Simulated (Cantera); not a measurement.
Feed: 1 mol CuO, 5.8 mol H2, 1.1 mol N2, held at 1475 K and 0.570 bar.

Equilibrium computed with Cantera from the NASA thermochemical tables; the gas is ideal and each condensed phase is pure. Candidate condensed phases: Cu, CuO, Cu(OH)2, Cu2O, H2O; 27 gas species. Equilibrium is a limit: real reactors are often held back by kinetics, nucleation or transport.

### Question
What is the equilibrium state?

### Answer
```
Quantity                                   Value
-------------------------------------  ---------
x(H2)                                      0.696
x(N2)                                      0.159
x(H2O)                                     0.145
x(H)                                     1.43e-5
x(Cu)                                    9.40e-6
x(NH3)                                   8.83e-6
n(Cu(l))                               1.000 mol
gas amount                             6.900 mol
log10 activity of Cu(OH)2(s) (absent)     -10.43
```
